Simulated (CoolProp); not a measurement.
Properties of benzene at several states.

Values from CoolProp's reference Helmholtz-energy equation of state, Thol 2012.

```tsv
T (K)	p (bar)	phase	density (kg/m³)	cv (kJ/(kg K))	Joule-Thomson coefficient (K/MPa)
414.7	0.773	gas	1.778	1.404	18.92
432.4	45.3	liquid	726.6	1.604	-0.1518
433.1	280	liquid	767.7	1.614	-0.2855
298	1.15	liquid	873.7	1.211	-0.4201
500	44.9	liquid	625.8	1.795	0.2931
```
